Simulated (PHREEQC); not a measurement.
Consider water at 25 °C with 0.022 mmol/kgw NiCl2. Closed to the air; pH follows from the charge balance.

Computed with PHREEQC (ion-association model, wateq4f.dat).

No solid was allowed to form.

### Question
Predict the pH.

### Answer
pH 6.94.

Species that the database lacks are ignored.
